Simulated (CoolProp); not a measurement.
Vapour pressure (MPa) of o-xylene: the reference equation beside estimates from Tc = 357.1 °C, pc = 3.737 MPa, ω = 0.312. Clausius-Clapeyron is anchored at 215.65 °C with a constant enthalpy of vaporisation of 31.07 kJ/mol.

The numbers come from the reference Helmholtz-energy equation of state, Zhou 2012 in CoolProp.

```
T (°C)  reference  Lee-Kesler  Clausius-Clapeyron  van der Waals  Redlich-Kwong  Soave-Redlich-Kwong  Peng-Robinson
------  ---------  ----------  ------------------  -------------  -------------  -------------------  -------------
160.75     0.1534      0.1529              0.1859         0.6879         0.2835               0.1528         0.1528
174.45     0.2112      0.2115              0.2420         0.8062         0.3687               0.2113         0.2104
188.25     0.2851      0.2866              0.3106         0.9380         0.4717               0.2865         0.2844
201.95     0.3767      0.3797              0.3924          1.082         0.5927               0.3800         0.3763
215.65     0.4892      0.4940              0.4892          1.239         0.7340               0.4951         0.4894
229.45     0.6264      0.6332              0.6034          1.412         0.8985               0.6360         0.6279
243.15     0.7896      0.7983              0.7351          1.597          1.085               0.8037         0.7929
256.85     0.9829      0.9935              0.8863          1.798          1.297                1.003         0.9889
270.65      1.212       1.224               1.060          2.014          1.537                1.238          1.221
284.35      1.477       1.490               1.255          2.245          1.803                1.509          1.490
298.15      1.787       1.800               1.476          2.493          2.101                1.824          1.804
311.85      2.142       2.154               1.720          2.755          2.427                2.183          2.163
325.55      2.551       2.561               1.991          3.033          2.785                2.591          2.572
```

Absolute difference from the reference over all 13 rows, mean and median: Lee-Kesler 0.7 and 0.8 %, Clausius-Clapeyron 12.0 and 12.5 %, van der Waals 132.0 and 102.3 %, Redlich-Kwong 41.1 and 37.4 %, Soave-Redlich-Kwong 1.4 and 1.6 %, Peng-Robinson 0.5 and 0.4 %.
